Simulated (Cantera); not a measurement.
Feed: 1 mol H₂O, a varied amount of SO₂, at 2350 °C and 100 Torr.

Equilibrium computed with Cantera from the NASA thermochemical tables; the gas is ideal and each condensed phase is pure. Candidate condensed phases: H₂O, H₂SO₄, S; 19 gas species. Rates play no part.

Question: At 0.01 mol SO₂, list the 7 most abundant gas species with their mole fractions, and the condensed phases.

Answer: H₂O 0.733, H₂ 0.105, OH 0.0617, O₂ 0.0401, H 0.0374, O 0.0142, SO₂ 0.00766. Condensed: gas only.
